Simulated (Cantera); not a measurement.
# Low-pressure radical oxidation in H2/O2

An isothermal, constant-pressure homogeneous reactor starts with H2 : O2 = 0.41 : 1 (molar parts), at 950 K and 2.70 Torr.

Computed with Cantera and the H2/O2 subset of GRI-Mech 3.0, which has no nitrogen chemistry. Radical loss at walls, strong at low pressure, is not modelled. The temperature is held fixed by assumption; the heat of reaction is taken as removed at once.

| t (s) | x H2 | x O2 | x H2O | x H | x H2O2 | x OH |
|---|---|---|---|---|---|---|
| 1.00e-5 | 0.291 | 0.709 | <1e-12 | 1.27e-12 | <1e-12 | <1e-12 |
| 3.74e-5 | 0.291 | 0.709 | <1e-12 | 4.71e-12 | <1e-12 | <1e-12 |
| 0.000140 | 0.291 | 0.709 | <1e-12 | 1.73e-11 | <1e-12 | <1e-12 |
| 0.000523 | 0.291 | 0.709 | 1.75e-11 | 7.10e-11 | <1e-12 | 5.75e-12 |
| 0.00196 | 0.291 | 0.709 | 6.24e-10 | 6.68e-10 | <1e-12 | 6.95e-11 |
| 0.00731 | 0.291 | 0.709 | 5.36e-7 | 4.04e-7 | 2.38e-12 | 4.34e-8 |
| 0.0273 | 0.0177 | 0.595 | 0.215 | 0.126 | 6.22e-8 | 0.00456 |
| 0.102 | 0.00484 | 0.646 | 0.318 | 0.0172 | 1.35e-7 | 0.00246 |
| 0.382 | 0.000195 | 0.659 | 0.340 | 0.000103 | 1.55e-7 | 0.000412 |
| 1.43 | 8.94e-6 | 0.660 | 0.340 | 1.13e-6 | 5.55e-8 | 9.18e-5 |
| 5.35 | 8.74e-7 | 0.660 | 0.340 | 4.50e-8 | 1.84e-8 | 3.15e-5 |
| 20.0 | 1.42e-7 | 0.660 | 0.340 | 3.43e-9 | 6.63e-9 | 1.34e-5 |
x: mole fraction; the columns are a selection and need not sum to one.

Equilibrium at this temperature and pressure: H2 1.28e-10, O2 0.660, H2O 0.340, H <1e-12, H2O2 2.38e-11, OH 4.13e-7 (gas phase only).
